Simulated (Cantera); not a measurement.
A perfectly stirred reactor is fed with C₂H₆ : N₂ = 1 : 5.1 (molar parts), at 0.000128 atm; it is held at 1400 K, and followed from long to short residence time.

Model: GRI-Mech 3.0 (53 species, 325 reactions), integrated in Cantera. GRI-Mech 3.0 stops at C3 and has no aromatics, soot or wall deposition, so with more carbon than oxygen in the feed, carbon stays in small species such as C2H2 where larger ones or solid carbon would form. Radical loss at walls, strong at low pressure, is not modelled.

**Question.** What does this change do: N2 5.1 to 44 parts?

**Answer.** 
```csv
quantity,before,after
x(C₂H₆) at τ = 0.930 s,0.0401,0.00935
x(C₂H₄) at τ = 0.930 s,0.0518,0.00770
x(CH₂) at τ = 0.930 s,5.35e-6,3.33e-6
x(H) at τ = 0.930 s,0.000273,0.000134
x(C₂H) at τ = 0.930 s,8.48e-8,2.44e-8
x(C₂H₆) at τ = 11.0 ms,0.163,0.0222
x(C₂H₄) at τ = 11.0 ms,9.93e-5,1.05e-6
x(CH₂) at τ = 11.0 ms,9.21e-8,2.93e-9
x(H) at τ = 11.0 ms,6.50e-6,3.71e-7
x(C₂H) at τ = 11.0 ms,<1e-12,<1e-12
```
